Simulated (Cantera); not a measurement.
A closed system holds: 1 mol CCl4, 0.08 mol CH4, held at 725 K and 0.285 Torr.

Method: chemical equilibrium by Gibbs-energy minimisation in Cantera with the NASA 1993 tables (ideal gas, pure condensed phases). Candidate condensed phases: C, C6H6, C7H8, C8H18; 91 gas species. Gases not in the tables: chlorinated aromatics. The numbers say what is thermodynamically allowed, not how fast it happens.

### Question
What is the equilibrium state?

### Answer
| Property | Value |
|---|---|
| x(Cl2) | 0.852 |
| x(HCl) | 0.148 |
| x(CCl4) | 0.000118 |
| x(Cl) | 6.49e-5 |
| n(C(graphite)) | 1.08 mol |
| gas amount | 2.160 mol |
